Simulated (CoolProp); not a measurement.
Vapour-liquid equilibrium of R134a (1) + isobutane (2) at 2.45 bar; x and y are mole fractions of (1).

Model: multi-fluid Helmholtz-energy mixture model, Tillner-Roth 1994 and Bücker 2006; pair parameters Bell 2016, in CoolProp.

Task: Give the bubble temperature and the first vapour's composition at x = 0.05, 0.425, 0.65. Is there an azeotrope?

Result: x = 0.05: 277.8 K, y = 0.266; x = 0.425: 263.6 K, y = 0.635; x = 0.65: 263.1 K, y = 0.672. y crosses x between x = 0.65 and 0.725: the model has an azeotrope there.

Pair parameters are fitted to limited data, so mixtures are less certain than the pure fluids. With so large a gap from Raoult's law the liquid may split in two, which this calculation doesn't test in full.
